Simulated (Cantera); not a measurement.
**B + O2 + H2 (boron, boron nitride and boron oxide)**

A closed system holds: 1 mol B, 0.12 mol O2, 3 mol H2, equilibrated at 56.0 mbar.

Cantera equilibrium calculation (NASA polynomials, part measured and part estimated; ideal gas, pure solids and liquids). Candidate condensed phases: B, B2O3, B3O3H3, H2O; 23 gas species. Mutual solubility and eutectic melting of coexisting phases are not modelled. The tables' values for BH2 are old estimates; treat these amounts as uncertain. The numbers say what is thermodynamically allowed, not how fast it happens.

From 925 °C to 1325 °C the condensed part is B(s) + B2O3(l). From 1425 °C to 1525 °C the condensed part is B(s). The main B-bearing gas is B3O3H3 at 925 °C and HBO at 1525 °C. The share of B in condensed phases is highest at 925 °C (98.5 %) and lowest at 1525 °C (76.4 %).

```tsv
T (°C)	x H2	x HBO	x B2O2	x B2O3	x B3O3H3	x H	n B(s)	n B2O3(l)
925	0.998	0.000241	1.22e-6	1.54e-7	0.00162	8.03e-7	0.835	0.0749
1025	0.997	0.00118	1.98e-5	3.15e-6	0.00164	4.52e-6	0.834	0.0738
1125	0.993	0.00459	0.000212	4.09e-5	0.00163	1.99e-5	0.830	0.0698
1225	0.981	0.0147	0.00164	0.000372	0.00159	7.19e-5	0.817	0.0552
1325	0.945	0.0397	0.00968	0.00253	0.00147	0.000219	0.775	0.00383
1425	0.938	0.0472	0.0111	0.00160	0.000167	0.000592	0.768	0
1525	0.934	0.0508	0.0105	0.000830	1.91e-5	0.00144	0.764	0
```
x: gas mole fraction; n: condensed amount in mol.
